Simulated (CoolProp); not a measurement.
Model: reference Helmholtz-energy equation of state, Schmidt 1985, in CoolProp.

Question: For oxygen, give the phase and the Z, cv (kJ/(kg K)), expansivity (1/kK), Prandtl number at -187.35 °C and 5.86 MPa; -173.35 °C and 5.86 MPa.

Answer: 
- -187.35 °C and 5.86 MPa: liquid; Z 0.224, cv 0.957, expansivity 3.94, Prandtl number 2.40
- -173.35 °C and 5.86 MPa: liquid; Z 0.204, cv 0.907, expansivity 4.49, Prandtl number 1.95

Viscosity comes from a separate model (Lemmon 2004). Thermal conductivity comes from a separate model (Lemmon 2004).
